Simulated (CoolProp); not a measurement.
A simple Rankine cycle with 1,2-dichloroethane: condensing at 291.15 K, boiler at 0.511 MPa, turbine inlet 433.6 K, turbine efficiency 0.9, pump efficiency 0.7, no recuperator. Each further row changes one setting.

The numbers come from the reference Helmholtz-energy equation of state, Thol 2015 in CoolProp.

```json
[
 {"case": "as stated", "thermal efficiency (%)": "23.1", "net work (kJ/kg)": "110", "heat in (kJ/kg)": "474", "turbine exit temperature (K)": "299.5", "volume ratio over the turbine": "51.5"},
 {"case": "turbine inlet 453.6 K", "thermal efficiency (%)": "23.4", "net work (kJ/kg)": "…", "heat in (kJ/kg)": "495", "turbine exit temperature (K)": "…", "volume ratio over the turbine": "51.4"},
 {"case": "condensing temperature 283.15 K", "thermal efficiency (%)": "24.4", "net work (kJ/kg)": "…", "heat in (kJ/kg)": "…", "turbine exit temperature (K)": "288.7", "volume ratio over the turbine": "75.5"},
 {"case": "boiler pressure 0.358 MPa", "thermal efficiency (%)": "21.6", "net work (kJ/kg)": "103", "heat in (kJ/kg)": "478", "turbine exit temperature (K)": "310.9", "volume ratio over the turbine": "36.4"},
 {"case": "turbine efficiency 0.8", "thermal efficiency (%)": "…", "net work (kJ/kg)": "…", "heat in (kJ/kg)": "474", "turbine exit temperature (K)": "314.1", "volume ratio over the turbine": "54.1"}
]
```

Complete the blanks.


- turbine inlet 453.6 K, net work (kJ/kg): 116
- turbine inlet 453.6 K, turbine exit temperature (K): 316.6
- condensing temperature 283.15 K, net work (kJ/kg): 118
- condensing temperature 283.15 K, heat in (kJ/kg): 485
- turbine efficiency 0.8, thermal efficiency (%): 20.5
- turbine efficiency 0.8, net work (kJ/kg): 97.3
